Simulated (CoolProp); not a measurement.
Model: reference Helmholtz-energy equation of state, Thol 2016, in CoolProp.

Q: For hexamethyldisiloxane (MM), give the phase and the density (kg/m³), speed of sound (m/s), fugacity coefficient at 266.95 °C and 527 kPa; 266.95 °C and 2110 kPa; 266.95 °C and 2900 kPa.

A: 
- 266.95 °C and 527 kPa: gas; density 20.9, speed of sound 154, fugacity coefficient 0.917
- 266.95 °C and 2110 kPa: supercritical; density 140, speed of sound 94.1, fugacity coefficient 0.680
- 266.95 °C and 2900 kPa: supercritical; density 343, speed of sound 102, fugacity coefficient 0.564
